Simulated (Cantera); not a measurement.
# Stirred combustor or abatement burner

A perfectly stirred reactor is fed with H₂ : O₂ : N₂ = 1 : 0.25 : 1.34 (molar parts), equivalence ratio 2.0, at 623 Torr; it is adiabatic with a 350 K inlet, and is followed from long to short residence time, starting on the burning branch (τ in s: 0.4, 0.2, 0.099, 0.049, 0.024, 0.012, 0.006, 0.003, 0.0015, 0.00074, 0.00037, 0.00018, 9.1e-05).

Detailed kinetics in Cantera: GRI-Mech 3.0 (53 species, 325 reactions).

| τ (s) | T (K) | x H₂ | x O₂ | x H₂O | x O | x HO₂ |
|---|---|---|---|---|---|---|
| 0.40 | 1840 | 0.213 | 1.56e-5 | 0.213 | 1.05e-6 | 6.81e-9 |
| 0.20 | 1834 | 0.212 | 2.27e-5 | 0.213 | 2.03e-6 | 1.07e-8 |
| 0.099 | 1827 | 0.212 | 3.35e-5 | 0.213 | 3.99e-6 | 1.67e-8 |
| 0.049 | 1817 | 0.211 | 4.99e-5 | 0.213 | 7.76e-6 | 2.63e-8 |
| 0.024 | 1802 | 0.209 | 7.58e-5 | 0.212 | 1.51e-5 | 4.18e-8 |
| 0.012 | 1783 | 0.208 | 0.000116 | 0.212 | 2.83e-5 | 6.62e-8 |
| 0.0060 | 1757 | 0.206 | 0.000180 | 0.211 | 5.18e-5 | 1.06e-7 |
| 0.0030 | 1723 | 0.203 | 0.000287 | 0.210 | 9.21e-5 | 1.75e-7 |
| 0.0015 | 1678 | 0.199 | 0.000470 | 0.208 | 0.000158 | 2.97e-7 |
| 0.00074 | 1620 | 0.195 | 0.000804 | 0.206 | 0.000261 | 5.36e-7 |
| 0.00037 | 1550 | 0.191 | 0.00143 | 0.204 | 0.000412 | 1.02e-6 |
| 0.00018 | 1464 | 0.188 | 0.00280 | 0.199 | 0.000646 | 2.21e-6 |
| 9.1e-5 | 1369 | 0.189 | 0.00588 | 0.191 | 0.00100 | 5.19e-6 |
x: mole fraction; the columns are a selection and need not sum to one.
